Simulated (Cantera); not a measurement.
**Premixed flame**

A freely propagating, adiabatic, planar premixed flame of 18.3 % H₂, 11.6 % O₂, 67.6 % N₂, 2.56 % H₂O, equivalence ratio 0.79, unburnt at 723 K and 0.132 atm; mixture-averaged transport, grid criteria slope 0.08 and curve 0.16, no radiation.

Cantera simulation using the H2/O2 subset of GRI-Mech 3.0, which has no nitrogen chemistry; the numbers are that mechanism's predictions, not measurements. Burning velocities carry a grid error of a few per cent, more on coarse grids.

```tsv
z (mm)	T (K)	u (m/s)	x H₂	x O₂	x H₂O	x O	x H	x HO₂
-26.2	723	5.80	0.183	0.116	0.0256	<1e-8	<1e-8	<1e-8
-17.4	723	5.80	0.183	0.116	0.0256	<1e-8	<1e-8	<1e-8
-13.1	723	5.80	0.183	0.116	0.0256	<1e-8	<1e-8	<1e-8
-8.72	723	5.80	0.183	0.116	0.0256	1.54e-8	3.62e-7	4.72e-7
-4.36	728	5.84	0.182	0.116	0.0260	1.35e-5	0.000298	2.95e-5
-2.18	798	6.36	0.166	0.112	0.0344	0.000316	0.00533	2.43e-5
0	1070	8.34	0.0810	0.0803	0.0998	0.00504	0.0368	1.24e-5
2.18	1292	9.96	0.0257	0.0461	0.161	0.0106	0.0480	6.04e-6
4.36	1395	10.7	0.0220	0.0413	0.170	0.0108	0.0409	4.69e-6
8.72	1513	11.5	0.0212	0.0384	0.177	0.00982	0.0310	3.68e-6
17.4	1636	12.3	0.0193	0.0357	0.186	0.00813	0.0214	2.84e-6
34.9	1753	13.1	0.0161	0.0330	0.195	0.00607	0.0131	2.14e-6
69.7	1857	13.7	0.0119	0.0306	0.205	0.00403	0.00697	1.54e-6
```
x: mole fraction of selected species; z is measured from the peak of heat release.

* **laminar burning velocity**: 580 cm/s
* **thermal thickness**: 8.72 mm
* **peak x(O)**: 0.0110
* **peak x(H)**: 0.0489
* **peak x(HO₂)**: 2.95e-5
* **grid points**: 142
